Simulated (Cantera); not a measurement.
A perfectly stirred reactor is fed with H₂ : O₂ : N₂ = 0.0082 : 1 : 0.57 (molar parts), equivalence ratio 0.0041, at 10.00 Torr; it is held at 1125 K, and followed from long to short residence time.

Cantera simulation using the H2/O2 subset of GRI-Mech 3.0, which has no nitrogen chemistry; the numbers are that mechanism's predictions, not measurements. Radical loss at walls, strong at low pressure, is not modelled.

One state of this run: x H₂ = 0.000439; x O₂ = 0.630; x HO₂ = 9.75e-7; x H₂O = 0.00437; x O = 0.00309; x OH = 0.000521; x H = 0.000266. x: mole fraction; the columns are a selection and need not sum to one.

Which value of τ (s) does it belong to?
A. 0.25
B. 0.037
C. 4.3
D. 1.7

B, 0.037
